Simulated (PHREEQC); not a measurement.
Make-up at 25 °C: 0.13 mol/kgw HF and 0.0088 mol/kgw NH3. Closed to the air; pH follows from the charge balance.

Equilibrium calculation in PHREEQC: ion-association model, wateq4f.dat.

Each row changes one thing in this solution. No solid was allowed to form.

```json
[
 {"case": "as made", "pH": "2.27", "ionic strength (mol/kgw)": "0.0147", "HF (mol/kgw)": "0.0791", "H2F2 (mol/kgw)": "0.0164", "F- (mol/kgw)": "0.0113", "HF2- (mol/kgw)": "0.00343"},
 {"case": "NH3 from 0.0088 to 0.088 mol/kgw", "pH": "3.50", "ionic strength (mol/kgw)": "0.0884", "HF (mol/kgw)": "0.0284", "H2F2 (mol/kgw)": "0.00215", "F- (mol/kgw)": "0.0795", "HF2- (mol/kgw)": "0.00886"},
 {"case": "temperature from 25 to 90 °C", "pH": "2.56", "ionic strength (mol/kgw)": "0.0119", "HF (mol/kgw)": "0.110", "H2F2 (mol/kgw)": "0.00234", "F- (mol/kgw)": "0.00818", "HF2- (mol/kgw)": "0.00372"},
 {"case": "NH3 left out", "pH": "2.07", "ionic strength (mol/kgw)": "0.00939", "HF (mol/kgw)": "0.0827", "H2F2 (mol/kgw)": "0.0178", "F- (mol/kgw)": "0.00712", "HF2- (mol/kgw)": "0.00226"},
 {"case": "HF from 0.13 to 0.195 mol/kgw", "pH": "2.15", "ionic strength (mol/kgw)": "0.0168", "HF (mol/kgw)": "0.110", "H2F2 (mol/kgw)": "0.0316", "F- (mol/kgw)": "0.0118", "HF2- (mol/kgw)": "0.00499"},
 {"case": "0.014 mol/kgw NaHCO3 added", "pH": "2.56", "ionic strength (mol/kgw)": "0.0258", "HF (mol/kgw)": "0.0716", "H2F2 (mol/kgw)": "0.0134", "F- (mol/kgw)": "0.0203", "HF2- (mol/kgw)": "0.00559"}
]
```

Complexes and solids missing from the database can't appear. wateq4f.dat counts part of the HF as a dimer, H2F2, which phreeqc.dat doesn't know; its constant is uncertain. Constants without temperature data keep their 25 °C values here.
